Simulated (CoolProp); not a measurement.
Vapour-liquid equilibrium of CHF3 (R23) (1) + R143a (2) at 1.63 bar; x and y are mole fractions of (1).

The numbers come from the multi-fluid Helmholtz-energy mixture model, Penoncello 2003 and Lemmon and Jacobsen 2000; pair parameters Bell 2016 in CoolProp.

```csv
x,"bubble temperature, mixture model (K)","bubble temperature, Raoult's law (K)","y, mixture model","y, Raoult's law"
0.05,233.1,232.3,(withheld),0.210
0.2,223.7,222.6,0.542,0.575
0.35,(withheld),215.9,0.744,0.755
0.5,210.7,210.8,0.854,0.857
0.65,206.5,206.7,(withheld),0.921
0.8,203.3,203.4,(withheld),0.963
0.95,200.6,200.6,0.990,0.992
```

Q: Fill in the missing entries.

A: 
- 0.05, y, mixture model: 0.172
- 0.35, bubble temperature, mixture model (K): 216.3
- 0.65, y, mixture model: 0.918
- 0.8, y, mixture model: 0.959

The largest gap from Raoult's law is +1.1 K in bubble temperature, at x = 0.2. No azeotrope shows between x = 0.05 and 0.95.

Pair parameters are fitted to limited data, so mixtures are less certain than the pure fluids. The gap from Raoult's law changes sign with composition, which may be real or a fault of the pair parameters; it wasn't checked against measurements.
